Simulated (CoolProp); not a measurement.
The numbers come from the reference Helmholtz-energy equation of state, Bücker 2006 in CoolProp.

Task: Give the vapour pressure (kPa), liquid density (kg/m³), vapour density (kg/m³), liquid cp (kJ/(kg K)) of saturated isobutane at 340.6, 357.4, 365.8 K.

Result: 
```
T (K)  p (kPa)  liquid density (kg/m³)  vapour density (kg/m³)  liquid cp (kJ/(kg K))
-----  -------  ----------------------  ----------------------  ---------------------
340.6     1030                     491                    26.7                   2.78
357.4     1470                     462                    39.4                   3.01
365.8     1730                     446                    47.8                   3.16
```
